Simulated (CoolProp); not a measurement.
C3F8 (R218) at 298.15 K and 0.459 MPa flows at 0.5 m/s in a round tube of 6 mm bore and 0.25 µm roughness, fully developed (64/Re and Nu = 3.66 if laminar; Colebrook and Gnielinski if turbulent). Each further row changes one setting.

Values from CoolProp's reference Helmholtz-energy equation of state, Lemmon 2006. It is a short technical equation, of lower accuracy than the large ones.

| case | Reynolds number | Darcy friction factor | pressure drop (Pa/m) | heat-transfer coefficient (W/(m² K)) | mass flow (kg/h) |
|---|---|---|---|---|---|
| as stated | ___ | ___ | 25.4 | ___ | 1.98 |
| velocity 1 m/s | 19200 | 0.0262 | 85.2 | 112 | ___ |
| diameter 12 mm | 19200 | 0.0262 | ___ | ___ | 7.93 |

**Question.** What belongs in the gaps?

**Answer.** 
- as stated, Reynolds number: 9580
- as stated, Darcy friction factor: 0.0313
- as stated, heat-transfer coefficient (W/(m² K)): 63.9
- velocity 1 m/s, mass flow (kg/h): 3.96
- diameter 12 mm, pressure drop (Pa/m): 10.6
- diameter 12 mm, heat-transfer coefficient (W/(m² K)): 56.1

Viscosity comes from a separate model (Huber 2003), an estimate that may be off by 10 % or more. Thermal conductivity comes from a separate model (Huber 2003), an estimate that may be off by 10 % or more.
